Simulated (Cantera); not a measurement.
A freely propagating, adiabatic, planar premixed flame of 51.6 % H2, 10.7 % O2, 37.6 % N2, unburnt at 400 K and 10.0 bar; mixture-averaged transport, grid criteria slope 0.08 and curve 0.16, no radiation.

Detailed kinetics in Cantera: the H2/O2 subset of GRI-Mech 3.0, which has no nitrogen chemistry. The hydrogen kinetics of GRI-Mech 3.0 are dated; newer H2 mechanisms differ, most at raised pressure. Burning velocities carry a grid error of a few per cent, more on coarse grids.

**Question.** Predict: laminar burning velocity; thermal thickness; peak x(H); peak x(H2O2); peak x(HO2); peak x(O).

**Answer.** 
- laminar burning velocity: 363 cm/s
- thermal thickness: 0.0238 mm
- peak x(H): 0.0267
- peak x(H2O2): 0.000153
- peak x(HO2): 0.00142
- peak x(O): 0.000783
